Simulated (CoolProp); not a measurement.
Model: reference Helmholtz-energy equation of state, Lemmon and Jacobsen 2000, in CoolProp.

For R143a, give the phase and the Z, expansivity (1/kK), Prandtl number, fugacity coefficient at 272 K and 5.57 MPa.


- 272 K and 5.57 MPa: liquid; Z 0.197, expansivity 2.87, Prandtl number 2.58, fugacity coefficient 0.111

Viscosity comes from a separate model (Klein 1997), an estimate that may be off by 10 % or more. Thermal conductivity comes from a separate model (McLinden 2000), an estimate that may be off by 10 % or more.
